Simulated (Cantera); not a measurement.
**Moist CO burnout**

A perfectly stirred reactor is fed with CO : O2 : H2O : N2 = 0.002 : 0.04 : 0.0003 : 1 (molar parts), equivalence ratio 0.025, at 9.87 atm; it is held at 1375 K, and followed from long to short residence time.

Detailed kinetics in Cantera: GRI-Mech 3.0 (53 species, 325 reactions).

| τ (s) | x CO | x O2 | x H2O | x NO | x NO2 | x N2O | x HO2 |
|---|---|---|---|---|---|---|---|
| 15 | 4.27e-6 | 0.0375 | 0.000288 | 1.34e-6 | 5.63e-8 | 3.71e-7 | 2.20e-8 |
| 4.3 | 1.14e-5 | 0.0375 | 0.000287 | 1.37e-6 | 8.83e-8 | 7.07e-7 | 5.32e-8 |
| 1.2 | 3.16e-5 | 0.0375 | 0.000287 | 1.46e-6 | 1.35e-7 | 1.37e-6 | 1.29e-7 |
| 0.36 | 8.37e-5 | 0.0375 | 0.000287 | 1.52e-6 | 1.79e-7 | 2.45e-6 | 2.85e-7 |
| 0.10 | 0.000229 | 0.0376 | 0.000287 | 1.35e-6 | 1.80e-7 | 3.87e-6 | 5.95e-7 |
| 0.030 | 0.000531 | 0.0377 | 0.000286 | 8.51e-7 | 1.16e-7 | 4.48e-6 | 1.03e-6 |
| 0.0086 | 0.00104 | 0.0379 | 0.000285 | 2.98e-7 | 3.92e-8 | 3.42e-6 | 1.53e-6 |
| 0.0025 | 0.00153 | 0.0382 | 0.000285 | 5.04e-8 | 6.31e-9 | 1.61e-6 | 1.83e-6 |
x: mole fraction; the columns are a selection and need not sum to one.
